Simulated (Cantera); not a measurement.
An adiabatic, constant-pressure homogeneous reactor starts with H2 : O2 : N2 = 1 : 0.781 : 2.94 (molar parts), at 1275 K and 10.0 bar. Integrator tolerance rtol = 1e-08.

Model: GRI-Mech 3.0 (53 species, 325 reactions), integrated in Cantera. The hydrogen kinetics of GRI-Mech 3.0 are dated; newer H2 mechanisms differ, most at raised pressure.

### Question
What does this change do: N2 2.94 to 5.9 parts?

### Answer
```json
[
 {"quantity": "time of steepest temperature rise", "before": "7.08 µs", "after": "11.3 µs"},
 {"quantity": "temperature at 0.300 s", "before": "2640 K", "after": "2181 K"},
 {"quantity": "equilibrium temperature", "before": "2640 K", "after": "2181 K"},
 {"quantity": "x(H2) at 0.300 s", "before": "0.00340 (gas-phase equilibrium 0.00340)", "after": "0.000234 (gas-phase equilibrium 0.000233)"},
 {"quantity": "x(O2) at 0.300 s", "before": "0.0566 (gas-phase equilibrium 0.0566)", "after": "0.0362 (gas-phase equilibrium 0.0361)"},
 {"quantity": "x(OH) at 0.300 s", "before": "0.0133 (gas-phase equilibrium 0.0133)", "after": "0.00197 (gas-phase equilibrium 0.00196)"},
 {"quantity": "x(H2O) at 0.300 s", "before": "0.225 (gas-phase equilibrium 0.225)", "after": "0.138 (gas-phase equilibrium 0.138)"},
 {"quantity": "x(NO) at 0.300 s", "before": "0.0141 (gas-phase equilibrium 0.0141)", "after": "0.00500 (gas-phase equilibrium 0.00512)"},
 {"quantity": "x(H2O2) at 0.300 s", "before": "1.59e-6 (gas-phase equilibrium 1.59e-6)", "after": "2.67e-7 (gas-phase equilibrium 2.67e-7)"},
 {"quantity": "x(H) at 0.300 s", "before": "0.000837 (gas-phase equilibrium 0.000837)", "after": "2.46e-5 (gas-phase equilibrium 2.46e-5)"}
]
```

### Question
What does this change do: pressure from 10.0 bar to 13.0 bar?

### Answer
```
quantity                                                              before                                      after
---------------------------------  -----------------------------------------  -----------------------------------------
time of steepest temperature rise                                    7.08 µs                                    10.3 µs
temperature at 0.300 s                                                2640 K                                     2646 K
equilibrium temperature                                               2640 K                                     2646 K
x(H2) at 0.300 s                     0.00340 (gas-phase equilibrium 0.00340)    0.00308 (gas-phase equilibrium 0.00308)
x(O2) at 0.300 s                       0.0566 (gas-phase equilibrium 0.0566)      0.0566 (gas-phase equilibrium 0.0566)
x(OH) at 0.300 s                       0.0133 (gas-phase equilibrium 0.0133)      0.0127 (gas-phase equilibrium 0.0127)
x(H2O) at 0.300 s                        0.225 (gas-phase equilibrium 0.225)        0.226 (gas-phase equilibrium 0.226)
x(NO) at 0.300 s                       0.0141 (gas-phase equilibrium 0.0141)      0.0142 (gas-phase equilibrium 0.0142)
x(H2O2) at 0.300 s                   1.59e-6 (gas-phase equilibrium 1.59e-6)    1.84e-6 (gas-phase equilibrium 1.84e-6)
x(H) at 0.300 s                    0.000837 (gas-phase equilibrium 0.000837)  0.000716 (gas-phase equilibrium 0.000716)
```
The pressure lies above the range GRI-Mech 3.0 was tuned for (to about 10 atm).
